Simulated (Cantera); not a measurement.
A Cantera script and what it prints.

```python
import numpy as np
import cantera as ct

gas_names = """
    C CH CH2 CH3 CH2OH CH3O CH4 CH3OH CO CO2 COOH C2 C2H CHCO,ketyl C2H2,acetylene C2H2,vinylidene
    CH2CO,ketene C2H3,vinyl CH3CO,acetyl C2H4 C2H4O,ethylen CH3CHO,ethanal CH3COOH (HCOOH)2 C2H5 C2H6
    CH3OCH3 C2H5OH C2O C3 C3H3,propargyl C3H4,allene C3H4,propyne C3H4,cyclo- C3H5,allyl C3H6,propylene
    C3H6,cyclo- C3H6O C3H7,n-propyl C3H7,i-propyl C3H8 C3H8O,1propanol C3H8O,2propanol C3O2 C4 C4H2
    C4H4,1,3-cyclo- C4H6,butadiene C4H6,2-butyne C4H6,cyclo- C4H8,1-butene C4H8,cis2-buten
    C4H8,tr2-butene C4H8,isobutene C4H8,cyclo- (CH3COOH)2 C4H9,n-butyl C4H9,i-butyl C4H9,s-butyl
    C4H9,t-butyl C4H10,isobutane C4H10,n-butane C5 C5H6,1,3cyclo- C5H8,cyclo- C5H10,1-pentene
    C5H10,cyclo- C5H11,pentyl C5H11,t-pentyl C5H12,n-pentane C5H12,i-pentane CH3C(CH3)2CH3 C6H2
    C6H5,phenyl C6H5O,phenoxy C6H6 C6H5OH,phenol C6H10,cyclo- C6H12,1-hexene C6H12,cyclo- C6H13,n-hexyl
    C7H7,benzyl C7H8 C7H8O,cresol C7H14,1-heptene C7H15,n-heptyl C7H16,n-heptane C8H8,styrene
    C8H10,ethylbenz C8H16,1-octene C8H17,n-octyl C8H18,isooctane C8H18,n-octane C9H19,n-nonyl
    C10H8,naphthale C10H21,n-decyl C12H9,o-bipheny C12H10,bipheny H HCO HO2 H2 HCHO,formaldehy HCOOH H2O
    H2O2 O OH O2 O3
""".split()
cond_names = """
    C(gr) C6H6(L) C7H8(L) C8H18(L),n-octa H2O(s) H2O(L)
""".split()


def load(file, names, dense=False):
    # The tables refer to 1 bar. Condensed volumes are neglected.
    table = {s.name: s for s in ct.Species.list_from_file(file)}
    out = []
    for n in names:
        d = dict(table[n].input_data)
        d["thermo"] = dict(d["thermo"], **{"reference-pressure": 1e5})
        if dense:
            d["equation-of-state"] = {"model": "constant-volume", "density": "1e6 g/cm^3"}
        out.append(ct.Species.from_dict(d))
    return out


gas = ct.Solution(thermo="ideal-gas", species=load("nasa_gas.yaml", gas_names))
cond = {s.name: ct.Solution(thermo="fixed-stoichiometry", species=[s], name=s.name)
        for s in load("nasa_condensed.yaml", cond_names, dense=True)}
atoms = {
    'C6H6': {'C': 6, 'H': 6},
    'CO2': {'C': 1, 'O': 2},
}
top_T = {'C(gr)': 4500}  # K; cautious upper limits of use, not melting points


def equilibrate(T, P, feed):
    n = {}
    for name, mol in feed.items():
        for a, k in atoms[name].items():
            n[a] = n.get(a, 0.0) + k * mol
    gas.TPX = T, P, n
    mass = sum(n.values()) * gas.mean_molecular_weight
    gas.equilibrate("TP")
    valid = [c for c in cond.values() if c.min_temp <= T <= top_T.get(c.name, c.max_temp)]
    mix = ct.Mixture([(gas, mass / gas.mean_molecular_weight)] + [(c, 0.0) for c in valid])
    mix.T, mix.P = T, P
    mix.equilibrate("TP", solver="vcs", rtol=1e-11, max_steps=5000)
    return mix


results = []
feed = {'C6H6': 1, 'CO2': 0.48}  # mol
T = 2125  # K
P = 3100  # Pa
mix = equilibrate(T, P, feed)
results.append((T, P, feed, dict(zip(mix.species_names, mix.species_moles))))
x = sorted(zip(gas.X, gas.species_names), reverse=True)
print(f"T = {T:g} K  P = {P:g} Pa  gas = {mix.phase_moles(0):.4g} mol")
print("   x: " + "  ".join(f"{s} {v:.3e}" for v, s in x if v > 0.001))
print("   condensed (mol): " + ("  ".join(f"{mix.phase(i).name} {mix.phase_moles(i):.4g}"
      for i in range(1, mix.n_phases) if mix.phase_moles(i) > 1e-12) or "none"))
```

Output:

```
T = 2125 K  P = 3100 Pa  gas = 3.995 mol
   x: H2 7.407e-01  CO 2.403e-01  H 1.775e-02  C2H2,acetylene 1.241e-03
   condensed (mol): C(gr) 5.51
```

Cantera equilibrium calculation (NASA polynomials, part measured and part estimated; ideal gas, pure solids and liquids).
